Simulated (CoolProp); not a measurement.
Saturation properties of octamethyltrisiloxane (MDM).

The numbers come from the reference Helmholtz-energy equation of state, Thol 2017 in CoolProp.

| T (K) | p (MPa) | liquid density (kg/m³) | vapour density (kg/m³) | enthalpy of vaporisation (kJ/kg) | liquid cp (kJ/(kg K)) | surface tension (mN/m) |
|---|---|---|---|---|---|---|
| 279.9 | 0.0001368 | 833.4 | 0.01391 | 211.6 | 1.743 | 18.3 |
| 314 | 0.001319 | 799.2 | 0.1198 | 198.1 | 1.820 | 15.2 |
| 348.1 | 0.007306 | 763.9 | 0.6035 | 184.8 | 1.905 | 12.2 |
| 382.2 | 0.02752 | 726.7 | 2.109 | 171.2 | 1.994 | 9.51 |
| 416.2 | 0.07861 | 686.9 | 5.728 | 156.8 | 2.086 | 7.02 |
| 450.3 | 0.1850 | 642.8 | 13.20 | 140.8 | 2.185 | 4.78 |
| 484.4 | 0.3771 | 591.7 | 27.42 | 121.9 | 2.302 | 2.84 |
| 518.5 | 0.6926 | 527.5 | 54.86 | 97.47 | 2.483 | 1.25 |

It boils at 425.6 K under 1 atm.

Surface tension comes from a separate correlation (Mulero 2014), older than this fluid's equation and unchecked against measurements.
